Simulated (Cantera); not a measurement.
Charge: 1 mol NaCl, 1.7 mol HCl, a varied amount of H₂, equilibrated at 1227 °C and 16.0 Pa.

Method: chemical equilibrium by Gibbs-energy minimisation in Cantera with the NASA 1993 tables (ideal gas, pure condensed phases). Candidate condensed phases: Na, NaCl; 10 gas species. The numbers say what is thermodynamically allowed, not how fast it happens.

Problem. At 56 mol H₂, list the 5 most abundant gas species with their mole fractions, and the condensed phases.

Solution. H₂ 0.951, HCl 0.0301, NaCl 0.0158, H 0.00136, Na 0.00124. Condensed: gas only.
